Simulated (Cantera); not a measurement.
Input: 1 mol Si, 0.0036 mol O2, a varied amount of N2, at 7.50 Torr.

Equilibrium computed with Cantera from the NASA thermochemical tables; the gas is ideal and each condensed phase is pure. Candidate condensed phases: Si, SiO2, Si2N2O, Si3N4; 16 gas species. N2 is the only nitrogen source here; it is nearly inert below about 1500 K, so the nitride shown seldom forms there in practice. Mutual solubility and eutectic melting of coexisting phases are not modelled. Rates play no part.

**Question.** What condenses at these points (T in °C, n(N2) in mol): (1425, 11); (1625, 47); (1625, 6.8); (1325, 29); (1425, 18); (1325, 200); (1725, 330)?

**Answer.** 
```
T (°C)  n(N2) in mol  condensed phases  Si condensed (%)
------  ------------  ----------------  ----------------
1425              11             Si3N4              99.3
1625              47                Si              92.6
1625             6.8                Si              98.3
1325              29    Si2N2O + Si3N4              99.3
1425              18             Si3N4              99.2
1325             200             Si3N4              99.3
1725             330          gas only               0.0
```
